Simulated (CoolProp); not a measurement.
Vapour-liquid equilibrium of propane (1) + m-xylene (2) at 69.75 °C; x and y are mole fractions of (1).

Model: multi-fluid Helmholtz-energy mixture model, Lemmon 2009 and Zhou 2012; pair parameters Bell 2016, in CoolProp.

```
x     bubble pressure (MPa)  y at the bubble point  dew pressure at overall composition x (MPa)  liquid density (mol/L)
----  ---------------------  ---------------------  -------------------------------------------  ----------------------
0.05                 0.1658                  0.939                                      0.01055                   7.866
0.2                  0.6014                  0.982                                      0.01254                   8.289
0.35                 0.9946                  0.989                                      0.01545              (withheld)
0.5              (withheld)                  0.992                                      0.02009                   9.164
0.65                  1.676             (withheld)                                      0.02872                   9.559
0.8                   1.994                  0.996                                   (withheld)                   9.811
0.95                  2.382             (withheld)                                       0.2046              (withheld)
```

### Question
Fill in the missing entries.

### Answer

- 0.35, liquid density (mol/L): 8.727
- 0.5, bubble pressure (MPa): 1.350
- 0.65, y at the bubble point: 0.994
- 0.8, dew pressure at overall composition x (MPa): 0.05037
- 0.95, y at the bubble point: 0.998
- 0.95, liquid density (mol/L): 9.584

No azeotrope shows between x = 0.05 and 0.95.

The pair parameters rest on a limited set of measurements; away from them the model extrapolates. The gap from Raoult's law changes sign with composition, which may be real or a fault of the pair parameters; it wasn't checked against measurements.
